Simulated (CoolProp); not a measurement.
Computed with CoolProp (reference Helmholtz-energy equation of state, Gao 2022).

Q: Give the vapour pressure (bar), liquid density (kg/m³), vapour density (kg/m³), liquid cp (kJ/(kg K)) of saturated n-perfluoropentane at 291.6, 294.9, 298.3 K.

A: 
```tsv
T (K)	p (bar)	liquid density (kg/m³)	vapour density (kg/m³)	liquid cp (kJ/(kg K))
291.6	0.669	1630	8.28	1.03
294.9	0.762	1620	9.37	1.04
298.3	0.868	1600	10.6	1.05
```
